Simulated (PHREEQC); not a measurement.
Solution (25 °C): 0.26 mol/kgw Na2SO4, 0.24 mol/kgw K2SO4 and 0.056 mol/kgw KBr. Closed to the air; pH follows from the charge balance.

Equilibrium calculation in PHREEQC: Pitzer model, pitzer.dat.

**Question.** The ionic strength comes out as 1.56 mol/kgw. What activity coefficients do Br-, K+, Na+, SO4-2 get?

**Answer.** Br- 0.58, K+ 0.47, Na+ 0.49, SO4-2 0.073. Single-ion values are on the MacInnes scale.

This is a speciation only: nothing precipitates in the calculation.
